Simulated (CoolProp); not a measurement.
The fluid at 247.82 K and 0.00711 MPa expands adiabatically to 0.00153 MPa with isentropic efficiency 1. The same conditions are run with several fluids, on thermodynamics alone (safety and materials aside).

Computed with CoolProp (reference Helmholtz-energy equation of state of each fluid (R124: de Vries 1995; R1233zd(E): Akasaka 2022; R125: Lemmon 2005; propane: Lemmon 2009)).

Task: Rank R124, R1233zd(E), R125, propane by work (kJ/kg), highest first.

Result: propane (64.7), R125 (24.4), R1233zd(E) (22.4), R124 (21.5)

| fluid | final temperature (K) | final phase | final density (kg/m³) |
|---|---|---|---|
| R124 | 213.3 | gas | 0.118 |
| R1233zd(E) | 214.3 | two-phase, vapour fraction 0.994 | 0.113 |
| R125 | 211.4 | gas | 0.105 |
| propane | 200.0 | gas | 0.0406 |
